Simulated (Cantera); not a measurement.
A closed system holds: 1 mol (CH3)2SiCl2, 0.034 mol C2H4, 660 mol H2, equilibrated at 0.0133 bar.

Method: chemical equilibrium by Gibbs-energy minimisation in Cantera with the NASA 1993 tables (ideal gas, pure condensed phases). Candidate condensed phases: C, C6H6, C7H8, C8H18, Si, SiC; 109 gas species. The feed counts by its element totals alone. Equilibrium is a limit: real reactors are often held back by kinetics, nucleation or transport. All values below are at 1798 K.

Base state: H2 0.994, H 0.00304, HCl 0.00300, C2H2 (acetylene) 0.000171, CH4 1.02e-5 (mole fractions); condensed: C(graphite) + SiC(s).

**Question.** What changes in the equilibrium state with this change: pressure from 0.0133 bar to 0.00133 bar?

**Answer.** 
```tsv
species	before	after
H2	0.994	0.987
H	0.00304	0.00958
HCl	0.00300	0.00297
Si	5.52e-6	5.52e-5
CH4	1.02e-5	1.01e-6
Cl	7.02e-6	2.21e-5
C2H2 (acetylene)	0.000171	0.000170
C(graphite), mol	0.838	0.879
SiC(s), mol	0.995	0.959
```
